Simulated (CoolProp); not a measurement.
R142b along the isobar 5160 kPa: Z from the reference equation and from simpler models built on Tc = 137.1 °C, pc = 4055 kPa, ω = 0.232; each cubic takes its own stable root.

Values from CoolProp's reference Helmholtz-energy equation of state, Lemmon 2006. It is a short technical equation, of lower accuracy than the large ones.

```
T (°C)          phase  reference
------  -------------  ---------
-18.35         liquid     0.2000
3.15           liquid     0.1917
24.65          liquid     0.1856
46.15          liquid     0.1816
67.75          liquid     0.1798
89.25          liquid     0.1810
110.75         liquid     0.1867
132.25         liquid     0.2039
153.85  supercritical     0.3537
175.35  supercritical     0.5754
196.85  supercritical     0.6744
```

Question: How far does each simpler model (van der Waals, Redlich-Kwong, Peng-Robinson) lie from the reference over these 11 states: mean and median of the absolute difference, and the worst?

Answer: 
- van der Waals: mean 44.7 %, median 58.6 %, worst +63.9 % at -18.35 °C and 5160 kPa
- Redlich-Kwong: mean 12.8 %, median 14.0 %, worst +23.8 % at 132.25 °C and 5160 kPa
- Peng-Robinson: mean 3.0 %, median 2.2 %, worst +10.3 % at 132.25 °C and 5160 kPa
